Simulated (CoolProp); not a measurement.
A closed Brayton cycle with carbon dioxide: compressor inlet 324.15 K and 8 MPa, high pressure 26.3 MPa, turbine inlet 890 K, compressor efficiency 0.89, turbine efficiency 0.85, recuperator effectiveness 0.95 (on enthalpy, no pinch check). Each further row changes one setting.

The numbers come from the reference Helmholtz-energy equation of state, Span 1996 in CoolProp.

```json
[
 {"case": "as stated", "thermal efficiency (%)": "37.1", "net work (kJ/kg)": "96.1", "compressor to turbine work": "0.39", "compressor exit (K)": "424.0", "turbine exit (K)": "750.2"},
 {"case": "turbine inlet 840 K", "thermal efficiency (%)": "35.0", "net work (kJ/kg)": "86.2", "compressor to turbine work": "0.42", "compressor exit (K)": "424.0", "turbine exit (K)": "704.9"},
 {"case": "compressor inlet 334.15 K", "thermal efficiency (%)": "35.7", "net work (kJ/kg)": "88.9", "compressor to turbine work": "0.44", "compressor exit (K)": "440.8", "turbine exit (K)": "750.2"},
 {"case": "high pressure 22.4 MPa", "thermal efficiency (%)": "36.9", "net work (kJ/kg)": "86.7", "compressor to turbine work": "0.37", "compressor exit (K)": "410.2", "turbine exit (K)": "768.4"},
 {"case": "recuperator effectiveness 0.5", "thermal efficiency (%)": "22.5", "net work (kJ/kg)": "96.1", "compressor to turbine work": "0.39", "compressor exit (K)": "424.0", "turbine exit (K)": "750.2"}
]
```
